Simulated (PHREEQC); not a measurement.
**Nickel, zinc or cadmium bath (model solution)**

Dissolve 5.2 mmol/kgw ZnCl2 and 1.7 mmol/kgw KCl at 20 °C. Closed to the air; pH follows from the charge balance.

Model: ion-association model, phreeqc.dat, run in PHREEQC.

Each row changes one thing in this solution. This is a speciation only: nothing precipitates in the calculation.

```tsv
case	pH	ionic strength (mol/kgw)
as made	5.74	0.0171
ZnCl2 left out	7.08	0.00170
temperature from 20 to 30 °C	5.61	0.0170
KCl left out	5.74	0.0155
KCl from 0.0017 to 0.00255 mol/kgw	5.74	0.0180
temperature from 20 to 90 °C	4.89	0.0157
KCl replaced by KNO3 at the same molality	5.75	0.0172
ZnCl2 from 0.0052 to 0.026 mol/kgw	5.36	0.0773
```

At this temperature some constants are extrapolated from 25 °C, and those without enthalpy data are left unchanged.
